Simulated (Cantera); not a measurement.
# Halide evaporation, hydrolysis and transport: MgF2 + HF + H2

Input: 1 mol MgF2, 0.44 mol HF, 17 mol H2, equilibrated at 0.370 Pa.

Equilibrium computed with Cantera from the NASA thermochemical tables; the gas is ideal and each condensed phase is pure. Candidate condensed phases: Mg, MgF2; 17 gas species. The numbers say what is thermodynamically allowed, not how fast it happens.

| T (K) | log p H2 | log p H | log p HF | log p Mg | log p MgF2 | log p MgF | log p F | n MgF2(s) |
|---|---|---|---|---|---|---|---|---|
| 1123 | -5.44 | -10.09 | -7.03 | -9.72 | -8.65 | -10.74 | <-17 | 0.989 |
| 1223 | -5.46 | -9.25 | -6.81 | -7.50 | -7.21 | -8.72 | -16.22 | 0.536 |
| 1323 | -5.50 | -8.55 | -6.51 | -6.97 | -7.10 | -8.22 | -14.75 | 0 |
| 1423 | -5.51 | -7.93 | -6.39 | -6.80 | -7.57 | -8.24 | -13.63 | 0 |
| 1523 | -5.52 | -7.40 | -6.35 | -6.75 | -8.21 | -8.41 | -12.72 | 0 |
| 1623 | -5.53 | -6.93 | -6.34 | -6.74 | -8.86 | -8.62 | -11.94 | 0 |
| 1723 | -5.56 | -6.52 | -6.35 | -6.74 | -9.46 | -8.83 | -11.27 | 0 |
| 1823 | -5.61 | -6.17 | -6.38 | -6.76 | -10.00 | -9.03 | -10.66 | 0 |
| 1923 | -5.73 | -5.89 | -6.42 | -6.81 | -10.49 | -9.22 | -10.11 | 0 |
| 2023 | -5.93 | -5.69 | -6.48 | -6.86 | -10.90 | -9.38 | -9.58 | 0 |
log p: log10 of the partial pressure in bar; n: condensed amount in mol.

From 1123 K to 1223 K the condensed part is MgF2(s). From 1323 K to 2023 K nothing is condensed. The main Mg-bearing gas is MgF2 at 1123 K and Mg at 2023 K.
